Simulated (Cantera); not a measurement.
Feed: 1 mol SiH₂Cl₂, a varied amount of H₂, equilibrated at 2300 °C and 0.210 bar.

These are equilibrium values from Cantera (NASA tables, ideal gas, pure condensed phases), not measurements of a reactor. Candidate condensed phases: Si; 19 gas species. Gases not in the tables: Si₂H₆ and higher silanes. Rates play no part.

At 1600 mol H₂, list the 5 most abundant gas species with their mole fractions, and the condensed phases.

H₂ 0.926, H 0.0722, HCl 0.00114, Si 0.000528, Cl 6.24e-5. Condensed: gas only.
